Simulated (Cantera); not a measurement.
Standard-state values (1 bar) from the NASA 1993 polynomials, evaluated with Cantera. Values are per mole of reaction as written; species without (g) are pure solids or liquids, kept so even where they would boil at 1 bar. TaC: taken at fixed stoichiometry.

Problem. Between 798 and 1098 K, where is each reaction favourable under standard conditions?
- 2 N₂(g) + 2 TaC + C₂H₄(g) = 4 HCN(g) + 2 Ta

Solution. 
- 2 N₂(g) + 2 TaC + C₂H₄(g) = 4 HCN(g) + 2 Ta: ΔG° is 610 kJ at 798 K and 547 kJ at 1098 K; it stays positive (K < 1). ΔH° is 779 kJ and ΔS° 211 J/K at 1098 K.
